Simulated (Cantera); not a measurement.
An isothermal, constant-pressure homogeneous reactor starts with 46.4 % N2O, 0.464 % H2, 51.1 % N2, 2.00 % H2O, at 1025 K and 20.0 Torr.

Computed with Cantera and GRI-Mech 3.0 (53 species, 325 reactions). GRI-Mech 3.0 was tuned for natural gas; its chemistry of N2O as a main component is partial and can be far from experiment. Radical loss at walls, strong at low pressure, is not modelled. The mechanism lacks the step 2 NO + O2 → 2 NO2, which can matter for NO2 below about 1400 K. The temperature is held fixed by assumption; the heat of reaction is taken as removed at once.

x: mole fraction; the columns are a selection and need not sum to one.

```tsv
t (s)	x N2O	x H2	x O	x NO2	x H2O
0.000400	0.464	0.00464	?	<1e-12	0.0200
0.00172	0.464	0.00464	?	<1e-12	0.0200
0.00739	0.464	0.00464	5.98e-8	<1e-12	0.0200
0.0317	0.464	0.00462	5.99e-8	2.59e-10	0.0200
0.136	0.464	0.00435	6.26e-8	3.77e-8	0.0203
0.586	0.463	0.00297	?	3.03e-7	0.0216
2.52	0.460	0.000605	7.73e-8	2.90e-6	0.0240
10.8	0.458	6.32e-6	7.67e-8	3.54e-5	0.0246
46.5	0.450	3.90e-9	7.11e-8	0.000101	0.0245
200	0.420	1.72e-9	6.72e-8	0.000145	0.0242
```

What belongs in the gaps?


- 0.000400, x O: 2.60e-8
- 0.00172, x O: 5.47e-8
- 0.586, x O: 6.82e-8
